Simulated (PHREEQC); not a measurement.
PHREEQC input (ion-association model, phreeqc.dat):

```
SOLUTION_SPECIES
  CO3-2 + 10 H+ + 8 e- = CH4 + 3 H2O  # shut off: no methane
    -log_k -100
    -delta_h 0
    -analytic -100
SOLUTION 1
  temp 25
  units mol/kgw
  pH 7 charge
END
SELECTED_OUTPUT 1
  -reset false
  -pH true
  -pe true
  -ionic_strength true
  -water true
  -totals C C(-4) C(4) Mtg Sg
  -molalities H+ CO3-2 OH- HCO3- CO2 (CO2)2
USER_PUNCH 1
  -headings p_CO2(g) phi_CO2(g) p_Mtg(g) phi_Mtg(g) p_H2Sg(g) phi_H2Sg(g) p_H2O(g) phi_H2O(g) density
  10 PUNCH PR_P("CO2(g)"), PR_PHI("CO2(g)"), PR_P("Mtg(g)"), PR_PHI("Mtg(g)"), PR_P("H2Sg(g)"), PR_PHI("H2Sg(g)"), PR_P("H2O(g)"), PR_PHI("H2O(g)"), RHO
PRINT
  -reset false
USE solution 1
REACTION_TEMPERATURE 1
  50
GAS_PHASE 1
  -fixed_pressure
  -pressure 1
  -temperature 50
  -volume 20
  CO2(g) 0.18
  Mtg(g) 0.4
  H2Sg(g) 0.42
  H2O(g) 0
END
# ... the last block is repeated for the other 6 points of P (atm)
```

Selected output (columns that matter, 7 of 7 rows; P (atm) added in front):

```
P (atm)	pH	mu	C	Mtg	Sg	p_CO2(g)	phi_CO2(g)	p_Mtg(g)	phi_Mtg(g)	p_H2Sg(g)	phi_H2Sg(g)	p_H2O(g)	phi_H2O(g)	density
1	4.1258	7.5645e-05	0.0031076	0.00039675	0.019555	0.15924	0.9956	0.36164	0.99905	0.35688	0.99369	0.12224	0.99253	0.98804
2	3.9624	0.00011043	0.0065973	0.00084752	0.041387	0.34065	0.99126	0.77458	0.99761	0.76175	0.98753	0.12302	0.98654	0.98809
3	3.8711	0.00013643	0.010046	0.0012957	0.062896	0.52202	0.98696	1.1873	0.99621	1.1669	0.98142	0.12379	0.98059	0.98814
5	3.7593	0.00017682	0.016825	0.0021841	0.10497	0.88461	0.97843	2.0118	0.99348	1.9782	0.96929	0.12537	0.96877	0.98825
7.5	3.6729	0.0002161	0.025083	0.0032802	0.15584	1.3376	0.96783	3.0408	0.99014	2.9942	0.95424	0.12739	0.95407	0.98838
10	3.6129	0.00024839	0.033104	0.0043605	0.20481	1.7903	0.95731	4.068	0.98688	4.0122	0.93932	0.12947	0.93945	0.9885
15	3.5308	0.00030059	0.048458	0.006476	0.29721	2.6949	0.93649	6.1172	0.98064	6.0542	0.90984	0.1338	0.91047	0.98876
```

At this temperature some constants are extrapolated from 25 °C, and those without enthalpy data are left unchanged.
